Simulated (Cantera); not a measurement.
A closed system holds: 1 mol FeS₂, 84 mol H₂, 0.034 mol H₂O, held at 1600 °C and 100000 Pa.

Equilibrium computed with Cantera from the NASA thermochemical tables; the gas is ideal and each condensed phase is pure. Candidate condensed phases: Fe, FeO, Fe(OH)₂, Fe(OH)₃, FeS, FeSO₄, FeS₂, Fe₂O₃, Fe₂(SO₄)₃, Fe₃O₄, H₂O, H₂SO₄, S; 22 gas species. Kinetics and transport are ignored.

Problem. What is the equilibrium state?

Solution. 
```json
{
 "x(H₂)": "0.976",
 "x(H₂S)": "0.0211",
 "x(SH)": "0.00132",
 "x(S₂)": "0.000642",
 "x(H)": "0.000638",
 "x(H₂O)": "0.000404",
 "x(Fe)": "7.91e-5",
 "x(S)": "3.32e-5",
 "n(Fe(l))": "0.993 mol",
 "gas_amount": "84.18 mol",
 "log10 activity of S(l) (absent)": "-3.11"
}
```
